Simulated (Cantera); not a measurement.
What does this Cantera script print?

```python
import numpy as np
import cantera as ct

gas = ct.Solution("gri30.yaml")
gas.TPX = 1250, 25000, {'N2O': 1, 'H2': 0.016, 'N2': 2.6}
reactor = ct.IdealGasConstPressureReactor(gas, energy="off", clone=False)
net = ct.ReactorNet([reactor])
net.rtol, net.atol = 1e-08, 1e-18
show = ['N2O', 'H2', 'HO2', 'OH', 'NO2']
times = np.geomspace(8e-05, 1, 10)

steps = ct.SolutionArray(gas, extra=["t"])
rows = []
print(f"{'t/s':>10s}{'T/K':>9s}{'P/Pa':>11s}" + "".join(f"{s:>11s}" for s in show))
for t in times:
    while net.time < t:
        t_next = net.step()
        steps.append(gas.state, t=t_next)
    rows.append([np.interp(t, steps.t, y) for y in (steps.T, steps.P, *steps(*show).X.T)])
    print(f"{t:10.3e}{rows[-1][0]:9.1f}{rows[-1][1]:11.4g}" + "".join(f"{x:11.3e}" for x in rows[-1][2:]))
rate = np.gradient(steps.T, steps.t)
print("integrator steps:", len(steps.t))
if steps.T.max() > steps.T[0] + 200:
    print(f"time of steepest temperature rise: {steps.t[rate.argmax()]:.4e} s")
gas.TPX = 1250, 25000, {'N2O': 1, 'H2': 0.016, 'N2': 2.6}
gas.equilibrate("TP")
print(f"equilibrium (TP): T = {gas.T:.1f} K  " + "  ".join(f"{s} {gas[s].X[0]:.3e}" for s in show))
```

Output:

```
       t/s      T/K       P/Pa        N2O         H2        HO2         OH        NO2
 8.000e-05   1250.0    2.5e+04  2.765e-01  4.423e-03  9.624e-09  1.189e-06  8.607e-13
 2.282e-04   1250.0    2.5e+04  2.765e-01  4.408e-03  1.321e-07  5.066e-06  8.585e-11
 6.509e-04   1250.0    2.5e+04  2.763e-01  4.287e-03  9.845e-07  1.413e-05  7.849e-09
 1.857e-03   1250.0    2.5e+04  2.756e-01  3.634e-03  2.356e-06  2.628e-05  2.048e-07
 5.296e-03   1250.0    2.5e+04  2.734e-01  1.911e-03  2.623e-06  2.908e-05  1.382e-06
 1.511e-02   1250.0    2.5e+04  2.708e-01  4.455e-04  1.969e-06  1.819e-05  9.302e-06
 4.309e-02   1250.0    2.5e+04  2.670e-01  3.775e-05  8.722e-07  1.100e-05  3.472e-05
 1.229e-01   1250.0    2.5e+04  2.578e-01  1.599e-07  4.119e-07  1.089e-05  6.203e-05
 3.506e-01   1250.0    2.5e+04  2.337e-01  3.334e-08  1.760e-07  1.174e-05  7.593e-05
 1.000e+00   1250.0    2.5e+04  1.781e-01  3.251e-08  6.474e-08  1.187e-05  7.837e-05
integrator steps: 1397
equilibrium (TP): T = 1250.0 K  N2O 8.102e-09  H2 7.818e-10  HO2 2.093e-09  OH 1.398e-06  NO2 1.140e-06
```

Model: GRI-Mech 3.0 (53 species, 325 reactions), integrated in Cantera. GRI-Mech 3.0 was tuned for natural gas; its chemistry of N2O as a main component is partial and can be far from experiment. The mechanism lacks the step 2 NO + O2 → 2 NO2, which can matter for NO2 below about 1400 K. The temperature is held fixed by assumption; the heat of reaction is taken as removed at once.
